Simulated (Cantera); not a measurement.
Mixture: 17.1 % H₂, 12.2 % O₂, 70.7 % N₂, equivalence ratio 0.70, at 1.00 bar, adiabatic and at constant pressure. Ignition delay is the time to a rise of 400 K.

Model: GRI-Mech 3.0 (53 species, 325 reactions), integrated in Cantera. Where the delays flatten at high temperature, the 400 K rule measures the pace of heat release, not the induction time.

Problem. Predict: delay at 1050 K; delay at 1200 K; delay at 1350 K; delay at 1500 K; delay at 1650 K.

Solution. 
```
Item                Value
---------------  --------
delay at 1050 K  0.193 ms
delay at 1200 K   68.7 µs
delay at 1350 K   42.0 µs
delay at 1500 K   35.0 µs
delay at 1650 K   35.6 µs
```
